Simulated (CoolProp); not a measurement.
A single-stage vapour-compression cycle with the fluid: evaporating at 268.15 K (dew point), condensing at 315.15 K (bubble point), superheat 2 K, subcooling 2 K, compressor efficiency 0.65, no pressure losses. The same conditions are run with several fluids, on thermodynamics alone (safety and materials aside).

Model: reference Helmholtz-energy equation of state of each fluid (n-perfluorobutane: Gao 2022; R125: Lemmon 2005; R365MFC: Lemmon 2016; R227EA: Lemmon 2016; hydrogen chloride: Thol 2018; R143a: Lemmon and Jacobsen 2000), in CoolProp.

```tsv
fluid	cooling COP	pressure ratio	discharge temperature (K)	refrigerating effect (kJ/kg)	volumetric capacity (kJ/m³)
n-perfluorobutane	2.38	4.97	315.1	49.1	488
R125	2.46	3.69	328.8	77.9	2750
R365MFC	3.06	7.56	322.2	149	142
R227EA	2.67	4.60	315.9	76.0	994
hydrogen chloride	2.33	3.02	394.9	221	10500
R143a	2.67	3.63	336.0	122	2820
```

The compression ends wet for: n-perfluorobutane.
